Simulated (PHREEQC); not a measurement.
Solution (25 °C): 1 mol MgSO4 and 0.044 mol NaHCO3 per kg of water. Closed to the air; pH follows from the charge balance.

Computed with PHREEQC (Pitzer model, pitzer.dat).

Each row changes one thing in this solution. Precipitation was switched off in this run.

```
case                                                   pH  HCO3- (mol/kgw)  CO2 (mol/kgw)  CO3-2 (mol/kgw)  MgCO3 (mol/kgw)  MgOH+ (mol/kgw)  SI of Epsomite (MgSO4:7H2O)  SI of Hexahydrite (MgSO4:6H2O)
---------------------------------------------  ----------  ---------------  -------------  ---------------  ---------------  ---------------  ---------------------------  ------------------------------
as made                                              6.99           0.0401        0.00195          0.00123         0.000713          4.46e-6                        -0.73                           -1.00
NaHCO3 from 0.044 to 0.022 mol/kgw                   6.99           0.0200       0.000978         0.000617         0.000356          4.45e-6                        -0.73                           -1.00
temperature from 25 to 40 °C                   (withheld)           0.0398        0.00212          0.00132         0.000782          1.16e-5                   (withheld)                      (withheld)
diluted 100-fold with water                    (withheld)         0.000423        9.27e-6          2.87e-6          4.73e-6          6.62e-7                   (withheld)                           -3.19
NaHCO3 replaced by KHCO3 at the same molality        6.99           0.0401        0.00195          0.00123         0.000715          4.46e-6                        -0.73                           -1.00
```

Complete the blanks.


- temperature from 25 to 40 °C, pH: 6.91
- temperature from 25 to 40 °C, SI of Epsomite (MgSO4:7H2O): -0.89
- temperature from 25 to 40 °C, SI of Hexahydrite (MgSO4:6H2O): -1.03
- diluted 100-fold with water, pH: 7.91
- diluted 100-fold with water, SI of Epsomite (MgSO4:7H2O): -2.91

Complexes and solids missing from the database can't appear. Some of these states are supersaturated (in Magnesite (slow to form), for instance). In brines, pH and single-ion activities rest on the MacInnes convention. At this temperature some constants are extrapolated from 25 °C, and those without enthalpy data are left unchanged.
